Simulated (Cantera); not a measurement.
Charge: 1 mol CuO, 2.6 mol CH4, 2.4 mol N2, held at 2073.15 K and 8.20 bar.

Cantera equilibrium calculation (NASA polynomials, part measured and part estimated; ideal gas, pure solids and liquids). Candidate condensed phases: C, C6H6, C7H8, C8H18, Cu, CuO, Cu(OH)2, Cu2O, H2O; 139 gas species. The numbers say what is thermodynamically allowed, not how fast it happens.

Base state: H2 0.597, N2 0.275, CO 0.116, HCN 0.00788, CH4 0.00103, Cu 0.00101, C2H2 (acetylene) 0.000732, H 0.000710 (mole fractions); condensed: C(graphite) + Cu(l).

Q: What changes in the equilibrium state with this change: CuO replaced by Fe3O4?

A: 
```json
[
 {"species": "H2", "before": "0.597", "after": "0.388"},
 {"species": "CO", "before": "0.116", "after": "0.239"},
 {"species": "N2", "before": "0.275", "after": "0.235"},
 {"species": "H2O", "before": "5.04e-5", "after": "0.122"},
 {"species": "CO2", "before": "2.02e-6", "after": "0.0155"},
 {"species": "Fe", "before": "0", "after": "9.80e-5"},
 {"species": "Cu", "before": "0.00101", "after": "0"},
 {"species": "C2H2 (acetylene)", "before": "0.000732", "after": "<1e-9"},
 {"species": "Fe(OH)2", "before": "0", "after": "4.36e-5"},
 {"species": "C2H4", "before": "1.63e-5", "after": "<1e-9"},
 {"species": "CH4", "before": "0.00103", "after": "2.40e-7"},
 {"species": "C(graphite), mol", "before": "1.51", "after": "0"},
 {"species": "Cu(l), mol", "before": "0.991", "after": "0"},
 {"species": "Fe(l), mol", "before": "0", "after": "3.00"}
]
```
Further candidate phases: Fe, Fe(CO)5, FeO, Fe(OH)2, Fe(OH)3, Fe2O3, Fe3O4.

Q: What changes in the equilibrium state with this change: temperature from 2073.15 K to 1573 K?

A: 
```tsv
species	before	after
H2	0.597	0.596
N2	0.275	0.280
CO	0.116	0.116
HCN	0.00788	0.000706
CH4	0.00103	0.00535
Cu	0.00101	3.23e-6
H	0.000710	1.10e-5
C2H2 (acetylene)	0.000732	1.23e-5
HNC	0.000509	1.49e-5
CO2	2.02e-6	3.99e-5
C(graphite), mol	1.51	1.55
Cu(l), mol	0.991	1.000
```

Q: What changes in the equilibrium state with this change: pressure from 8.20 bar to 1 atm?

A: 
```json
[
 {"species": "H2", "before": "0.597", "after": "0.593"},
 {"species": "N2", "before": "0.275", "after": "0.272"},
 {"species": "CO", "before": "0.116", "after": "0.115"},
 {"species": "Cu", "before": "0.00101", "after": "0.00818"},
 {"species": "H2O", "before": "5.04e-5", "after": "6.13e-6"},
 {"species": "NH3", "before": "3.54e-5", "after": "4.31e-6"},
 {"species": "CH4", "before": "0.00103", "after": "0.000125"},
 {"species": "C2H4", "before": "1.63e-5", "after": "1.98e-6"},
 {"species": "C(graphite), mol", "before": "1.51", "after": "1.51"},
 {"species": "Cu(l), mol", "before": "0.991", "after": "0.928"}
]
```
